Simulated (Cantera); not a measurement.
Input: 1 mol B₂H₆, 0.12 mol O₂, 0.1 mol H₂, 32 mol N₂, at 0.158 Torr.

Method: chemical equilibrium by Gibbs-energy minimisation in Cantera with the NASA 1993 tables (ideal gas, pure condensed phases). Candidate condensed phases: B, BN, B₂O₃, B₃O₃H₃, H₂O; 39 gas species. The feed counts by its element totals alone. Rates play no part.

Question: Which condensed phases are stable at each of these points (T (K)): 1623, 1723, 1823, 1923, 2023, 2123, 2223, 2323, 2423?

Answer: 
```
T (K)  condensed phases  B condensed (%)
-----  ----------------  ---------------
1623              BN(s)             88.3
1723              BN(s)             88.0
1823              BN(s)             88.0
1923              BN(s)             87.8
2023              BN(s)             86.2
2123               B(s)             79.6
2223               B(s)             53.7
2323           gas only              0.0
2423           gas only              0.0
```

From 1623 K to 2023 K the condensed part is BN(s). From 2123 K to 2223 K the condensed part is B(s). From 2323 K to 2423 K nothing is condensed.
